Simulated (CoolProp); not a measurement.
Vapour-liquid equilibrium of fluoroethane (R161) (1) + R1234yf (2) at 308.5 K; x and y are mole fractions of (1).

The numbers come from the multi-fluid Helmholtz-energy mixture model, Wu 2012 and Lemmon 2022; pair parameters Bell 2016 in CoolProp.

**Question.** Give the bubble pressure and the first vapour's composition at x = 0.05, 0.2, 0.65. Is there an azeotrope?

**Answer.** x = 0.05: 0.9230 MPa, y = 0.065; x = 0.2: 0.9800 MPa, y = 0.246; x = 0.65: 1.129 MPa, y = 0.695. No azeotrope shows between x = 0.05 and 0.95.

The pair parameters rest on a limited set of measurements; away from them the model extrapolates.
